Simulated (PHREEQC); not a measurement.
Dissolve 170 mmol/kgw CuSO4, 1.9 mmol/kgw HBF4 and 58 mmol/kgw NaCl at 20 °C. Closed to the air; pH follows from the charge balance.

Computed with PHREEQC (ion-association model, wateq4f.dat).

No solid was allowed to form.

**Question.** What pH, ionic strength, activity of water does the model give?

**Answer.** pH 3.02; ionic strength 0.403 mol/kgw; activity of water 0.994.

**Question.** In which forms is Cl present?

**Answer.** Cl- 95 %, CuCl+ 4.6 % of the Cl.

Real BF4- forms and hydrolyses slowly; the run takes it at equilibrium.
